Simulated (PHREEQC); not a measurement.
A solution holds 0.39 mol/kgw MgSO4 and 2.7 mol/kgw KBr, at 25 °C. Closed to the air; pH follows from the charge balance.

Equilibrium calculation in PHREEQC: Pitzer model, pitzer.dat.

Q: The ionic strength comes out as 4.26 mol/kgw. What activity coefficients do SO4-2, Br-, MgOH+, Mg+2, K+ get?

A: SO4-2 0.018, Br- 0.65, MgOH+ 0.35, Mg+2 0.50, K+ 0.59. Single-ion values are on the MacInnes scale.

Precipitation was switched off in this run. The solution is supersaturated, for example in Arcanite, so a real one may precipitate; this is no full list. Species that the database lacks are ignored.
